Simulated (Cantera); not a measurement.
**Low-pressure radical oxidation in H2/O2**

An isothermal, constant-pressure homogeneous reactor starts with H₂ : O₂ : N₂ = 0.0065 : 0.65 : 3.5 (molar parts), equivalence ratio 0.0050, at 1098 K and 130 Pa.

Model: GRI-Mech 3.0 (53 species, 325 reactions), integrated in Cantera. Radical loss at walls, strong at low pressure, is not modelled.

```tsv
t (s)	x H₂	x O₂	x H	x H₂O₂	x HO₂	x NO
6.00e-5	0.00156	0.156	<1e-12	<1e-12	<1e-12	<1e-12
0.000198	0.00156	0.156	<1e-12	<1e-12	<1e-12	<1e-12
0.000652	0.00156	0.156	1.61e-12	<1e-12	1.73e-12	<1e-12
0.00215	0.00156	0.156	4.58e-12	<1e-12	5.70e-12	<1e-12
0.00709	0.00156	0.156	1.03e-11	<1e-12	1.88e-11	<1e-12
0.0234	0.00156	0.156	2.04e-11	<1e-12	6.20e-11	<1e-12
0.0770	0.00156	0.156	8.03e-11	<1e-12	2.05e-10	<1e-12
0.254	0.00156	0.156	3.66e-9	<1e-12	6.95e-10	<1e-12
0.837	0.000465	0.155	0.000150	2.12e-9	4.29e-8	1.25e-11
2.76	6.72e-6	0.155	8.97e-5	2.82e-10	2.37e-8	4.70e-10
9.10	6.11e-6	0.155	7.75e-5	2.82e-10	2.27e-8	1.82e-9
30.0	4.58e-6	0.155	4.96e-5	2.81e-10	2.01e-8	4.96e-9
```
x: mole fraction; the columns are a selection and need not sum to one.

Equilibrium at this temperature and pressure: H₂ 1.39e-10, O₂ 0.156, H 8.14e-12, H₂O₂ <1e-12, HO₂ 7.37e-11, NO 7.47e-5 (gas phase only).
